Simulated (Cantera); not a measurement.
An adiabatic, constant-pressure homogeneous reactor starts with CH4 : O2 : N2 : H2O = 1 : 2.04 : 7.67 : 0.16 (molar parts), equivalence ratio 0.98, at 1725 K and 13.0 bar.

Model: GRI-Mech 3.0 (53 species, 325 reactions), integrated in Cantera. The pressure lies above the range GRI-Mech 3.0 was tuned for (to about 10 atm). Above 3000 K some thermodynamic fits are extrapolated.

Problem. Predict: time of steepest temperature rise; temperature at 1.00 s; equilibrium temperature; x(O2) at 1.00 s; x(CO) at 1.00 s; x(HO2) at 1.00 s; x(CO2) at 1.00 s; x(O) at 1.00 s.

Solution. 
```
Property                                                             Value
---------------------------------  ---------------------------------------
time of steepest temperature rise                                  23.1 µs
temperature at 1.00 s                                               2986 K
equilibrium temperature                                             2986 K
x(O2) at 1.00 s                      0.0172 (gas-phase equilibrium 0.0172)
x(CO) at 1.00 s                      0.0356 (gas-phase equilibrium 0.0356)
x(HO2) at 1.00 s                   1.54e-5 (gas-phase equilibrium 1.54e-5)
x(CO2) at 1.00 s                     0.0531 (gas-phase equilibrium 0.0531)
x(O) at 1.00 s                     0.00395 (gas-phase equilibrium 0.00395)
```
